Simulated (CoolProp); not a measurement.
CH2F2 (R32) at several states: density (kg/m³) from the reference equation and from simpler models built on Tc = 351.3 K, pc = 57.83 bar, ω = 0.277; each cubic takes its own stable root.

Computed with CoolProp (reference Helmholtz-energy equation of state, Tillner-Roth 1997).

```json
[
 {"T (K)": "208.2", "p (bar)": "3.48", "phase": "liquid", "reference": "1249"},
 {"T (K)": "403.5", "p (bar)": "0.59", "phase": "gas", "reference": "0.9171"},
 {"T (K)": "165", "p (bar)": "0.721", "phase": "liquid", "reference": "1359"},
 {"T (K)": "366", "p (bar)": "1.65", "phase": "gas", "reference": "2.848"},
 {"T (K)": "310", "p (bar)": "5.43", "phase": "gas", "reference": "11.65"}
]
```

Q: How far does each simpler model (Redlich-Kwong, Soave-Redlich-Kwong) lie from the reference over these 5 states: mean and median of the absolute difference, and the worst?

A: 
- Redlich-Kwong: mean 10.2 %, median 1.3 %, worst -24.9 % at 165 K and 0.721 bar
- Soave-Redlich-Kwong: mean 9.3 %, median 0.9 %, worst -23.3 % at 165 K and 0.721 bar
